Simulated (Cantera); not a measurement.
Cantera run, input and output.

```python
import numpy as np
import cantera as ct

gas = ct.Solution("gri30.yaml")
gas.TPX = 475, 47000, {'CO': 1, 'H2': 0.48, 'CH4': 0.13, 'O2': 0.833, 'N2': 3.13}
flame = ct.FreeFlame(gas, width=0.068)
flame.set_refine_criteria(ratio=3, slope=0.08, curve=0.16)
flame.transport_model = "mixture-averaged"
flame.solve(loglevel=0, auto=True)
z, T = flame.grid, flame.T
thick = (T[-1] - T[0]) / np.gradient(T, z).max()
show = ['CO', 'H2', 'CH4', 'CH2O', 'HCN', 'H']
print(f"laminar burning velocity  {flame.velocity[0] * 100:.3f} cm/s")
print(f"burnt temperature         {T[-1]:.1f} K")
print(f"thermal thickness         {thick * 1e3:.4f} mm")
print(f"grid points               {len(z)}")
z0 = z[flame.heat_release_rate.argmax()]
print(f"{'z/mm':>9s}{'T/K':>9s}{'u/(m/s)':>9s}" + "".join(f"{s:>11s}" for s in show))
rows = []
for k in (-3, -2, -1.5, -1, -0.5, -0.25, 0, 0.25, 0.5, 1, 2, 4, 8):
    zz = z0 + k * thick
    rows.append([k * thick, np.interp(zz, z, T), np.interp(zz, z, flame.velocity),
                 *(np.interp(zz, z, flame.X[gas.species_index(s)]) for s in show)])
    print(f"{rows[-1][0] * 1e3:9.3f}{rows[-1][1]:9.1f}{rows[-1][2]:9.3f}" + "".join(f"{x:11.3e}" for x in rows[-1][3:]))
```

It prints:

```
laminar burning velocity  231.463 cm/s
burnt temperature         2414.4 K
thermal thickness         0.8289 mm
grid points               181
     z/mm      T/K  u/(m/s)         CO         H2        CH4       CH2O        HCN          H
   -2.487    475.0    2.315  1.794e-01  8.613e-02  2.333e-02  9.014e-14 -5.599e-16  1.091e-14
   -1.658    475.0    2.315  1.794e-01  8.609e-02  2.333e-02  9.894e-12 -5.568e-16  8.943e-13
   -1.243    475.0    2.314  1.795e-01  8.595e-02  2.333e-02  3.957e-10 -4.425e-16  6.514e-11
   -0.829    475.5    2.315  1.796e-01  8.509e-02  2.335e-02  4.139e-08  1.604e-14  9.578e-08
   -0.414    549.0    2.653  1.794e-01  7.700e-02  2.327e-02  1.381e-05  6.831e-11  3.027e-04
   -0.207    829.4    3.983  1.756e-01  6.269e-02  2.019e-02  6.579e-05  3.413e-09  4.134e-03
    0.000   1282.2    6.149  1.695e-01  4.120e-02  6.178e-03  2.185e-04  4.103e-08  1.540e-02
    0.207   1512.3    7.213  1.478e-01  2.252e-02  2.292e-04  1.879e-05  4.656e-08  2.740e-02
    0.414   1607.2    7.595  1.257e-01  1.788e-02  3.747e-06  3.818e-07  1.485e-08  3.234e-02
    0.829   1719.8    8.022  1.031e-01  1.885e-02  1.683e-09  6.243e-10  1.081e-09  3.290e-02
    1.658   1839.5    8.492  9.427e-02  1.936e-02  1.326e-14  2.670e-10  1.165e-11  2.733e-02
    3.315   1966.2    8.996  9.265e-02  1.802e-02  1.022e-15  2.121e-10  3.894e-12  1.939e-02
    6.631   2095.5    9.497  8.918e-02  1.602e-02  4.051e-16  1.864e-10  6.322e-12  1.266e-02
```

Detailed kinetics in Cantera: GRI-Mech 3.0 (53 species, 325 reactions). Burning velocities carry a grid error of a few per cent, more on coarse grids.
